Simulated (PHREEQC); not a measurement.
# Acid mine or pickling water (model solution)

Synthetic water in mg/kgw, 45 °C, pH 3.32, pe 10.7:

```csv
constituent,mg/kgw
Na,100
K,0.0509
Ca,308
Mg,30.9
Cl,139
S(6) as SO4,884
B,0.194
Al,3.05
Cd,1.9
Fe(3),0.383
N(5) as NO3,0.298
```

Cl is adjusted to close the charge balance.
Valence states are taken as typed.

The numbers come from PHREEQC with the ion-association model, phreeqc.dat.

Precipitation was switched off in this run.

Problem. Predict the ionic strength, specific conductance.

Solution. ionic strength 0.0308 mol/kgw; specific conductance 3170 µS/cm.

Problem. In which forms is Mg present?

Solution. Mg+2 61 %, MgSO4 39 % of the Mg.

The solution is supersaturated, for example in Hematite (slow to form), Goethite (slow to form), so a real one may precipitate; this is no full list. Species that the database lacks are ignored. Away from 25 °C the constants follow the database's enthalpies or fits; those with neither stay at their 25 °C values.
